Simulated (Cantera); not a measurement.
A closed system holds: 1 mol HgO, 1.1 mol N2, at 1323 K and 0.00180 bar.

Cantera equilibrium calculation (NASA polynomials, part measured and part estimated; ideal gas, pure solids and liquids). Candidate condensed phases: Hg, HgO; 10 gas species. Rates play no part.

Base state: N2 0.423, Hg 0.385, O2 0.192, NO 0.000321 (mole fractions); condensed: gas only.

Question: What changes in the equilibrium state with this change: HgO replaced by PbO?

Answer: 
```tsv
species	before	after
N2	0.423	0.535
PbO	0	0.371
Pb	0	0.0629
Hg	0.385	0
O2	0.192	0.0314
NO	0.000321	0.000146
PbO(l), mol	0	0.108
```
Gases not in the tables: (PbO)n polymers. Further candidate phases: Pb, PbO, PbO2, Pb3O4.
